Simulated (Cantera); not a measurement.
**Ignition delay**

Mixture: CO : H2 : CH4 : O2 : N2 : H2O = 1 : 0.26 : 0.096 : 1 : 3.77 : 0.2 (molar parts), at 20.0 bar, adiabatic and at constant pressure. Ignition delay is the time to a rise of 400 K.

Detailed kinetics in Cantera: GRI-Mech 3.0 (53 species, 325 reactions). The pressure lies above the range GRI-Mech 3.0 was tuned for (to about 10 atm). Where the delays flatten at high temperature, the 400 K rule measures the pace of heat release, not the induction time.

| T0 (K) | delay (ms) |
|---|---|
| 1275 | 0.0425 |
| 1350 | 0.0178 |
| 1425 | 0.00872 |
| 1500 | 0.00486 |
| 1575 | 0.00304 |
| 1650 | 0.00208 |
| 1725 | 0.00153 |
| 1800 | 0.00120 |
| 1875 | 0.000982 |
| 1950 | 0.000834 |

```json
{
  "apparent activation energy between 1800 and 1950 K": "71 kJ/mol"
}
```
